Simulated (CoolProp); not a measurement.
Cyclopentane along the isobar 3490 kPa: density (kg/m³) from the reference equation and from simpler models built on Tc = 511.7 K, pc = 4583 kPa, ω = 0.202; each cubic takes its own stable root.

Computed with CoolProp (reference Helmholtz-energy equation of state, Gedanitz 2015).

| T (K) | phase | reference |
|---|---|---|
| 434.8 | liquid | 585.0 |
| 443.9 | liquid | 570.6 |
| 453.1 | liquid | 555.0 |
| 462.3 | liquid | 537.8 |
| 471.4 | liquid | 518.5 |
| 480.6 | liquid | 495.1 |
| 489.7 | liquid | 464.4 |
| 498.9 | gas | 100.9 |
| 508.1 | gas | 91.56 |
| 517.2 | gas | 85.08 |
| 526.4 | gas | 80.04 |
| 535.6 | gas | 75.93 |

Task: How far does each simpler model (Redlich-Kwong, Peng-Robinson) lie from the reference over these 12 states: mean and median of the absolute difference, and the worst?

Result: 
- Redlich-Kwong: mean 14.3 %, median 11.3 %, worst -77.2 % at 489.7 K and 3490 kPa
- Peng-Robinson: mean 2.5 %, median 1.8 %, worst -6.9 % at 489.7 K and 3490 kPa

At some of these states Redlich-Kwong gives the other phase, because its saturation line lies elsewhere.
